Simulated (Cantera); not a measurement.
A Cantera script and what it prints.

```python
import numpy as np
import cantera as ct

gas_names = """
    H HO2 H2 H2O H2O2 Li LiH LiO LiOH Li2 Li2O Li2O2 Li2O2H2 O OH O2 O3
""".split()
cond_names = """
    H2O(s) H2O(L) Li(cr) Li(L) LiH(s) LiH(L) LiOH(s) LiOH(L) Li2O(s) Li2O(L)
""".split()


def load(file, names, dense=False):
    # The tables refer to 1 bar. Condensed volumes are neglected.
    table = {s.name: s for s in ct.Species.list_from_file(file)}
    out = []
    for n in names:
        d = dict(table[n].input_data)
        d["thermo"] = dict(d["thermo"], **{"reference-pressure": 1e5})
        if dense:
            d["equation-of-state"] = {"model": "constant-volume", "density": "1e6 g/cm^3"}
        out.append(ct.Species.from_dict(d))
    return out


gas = ct.Solution(thermo="ideal-gas", species=load("nasa_gas.yaml", gas_names))
cond = {s.name: ct.Solution(thermo="fixed-stoichiometry", species=[s], name=s.name)
        for s in load("nasa_condensed.yaml", cond_names, dense=True)}
atoms = {
    'LiOH': {'Li': 1, 'O': 1, 'H': 1},
    'H2': {'H': 2},
}
top_T = {}  # K; cautious upper limits of use, not melting points


def equilibrate(T, P, feed):
    n = {}
    for name, mol in feed.items():
        for a, k in atoms[name].items():
            n[a] = n.get(a, 0.0) + k * mol
    gas.TPX = T, P, n
    mass = sum(n.values()) * gas.mean_molecular_weight
    gas.equilibrate("TP")
    valid = [c for c in cond.values() if c.min_temp <= T <= top_T.get(c.name, c.max_temp)]
    mix = ct.Mixture([(gas, mass / gas.mean_molecular_weight)] + [(c, 0.0) for c in valid])
    mix.T, mix.P = T, P
    mix.equilibrate("TP", solver="vcs", rtol=1e-11, max_steps=5000)
    return mix


results = []
feed = {'LiOH': 1, 'H2': 2.7}  # mol
T = 1900  # K
P = 1400  # Pa
mix = equilibrate(T, P, feed)
results.append((T, P, feed, dict(zip(mix.species_names, mix.species_moles))))
print(gas.report(threshold=1e-05))
for i in range(1, mix.n_phases):
    print(f"{mix.phase(i).name:16s} {mix.phase_moles(i):12.5e} mol")
```

It prints:

```
       temperature   1900 K
          pressure   1400 Pa
           density   0.00066366 kg/m^3
  mean mol. weight   7.4886 kg/kmol
   phase of matter   gas

                          1 kg             1 kmol
                     ---------------   ---------------
          enthalpy        1.7791e+06        1.3323e+07  J
   internal energy       -3.3041e+05       -2.4743e+06  J
           entropy             34191        2.5604e+05  J/K
    Gibbs function       -6.3183e+07       -4.7316e+08  J
 heat capacity c_p            5044.8             37779  J/K
 heat capacity c_v            3934.5             29464  J/K

                      mass frac. Y      mole frac. X     chem. pot. / RT
                     ---------------   ---------------   ---------------
                 H        0.00071674         0.0053248           -12.024
                H2           0.16969           0.63034           -24.048
               H2O           0.26558            0.1104           -49.028
                Li           0.10109           0.10908           -15.614
               LiH        0.00048162        0.00045378           -27.638
              LiOH           0.45848           0.14337           -52.618
              Li2O         0.0037215        0.00093273           -56.208
                OH        0.00017398        7.6606e-05           -37.004
     [   +9 minor]        6.4922e-05        1.6771e-05

Li(L)             0.00000e+00 mol
LiH(L)            0.00000e+00 mol
LiOH(L)           0.00000e+00 mol
Li2O(L)           0.00000e+00 mol
```

Cantera equilibrium calculation (NASA polynomials, part measured and part estimated; ideal gas, pure solids and liquids).
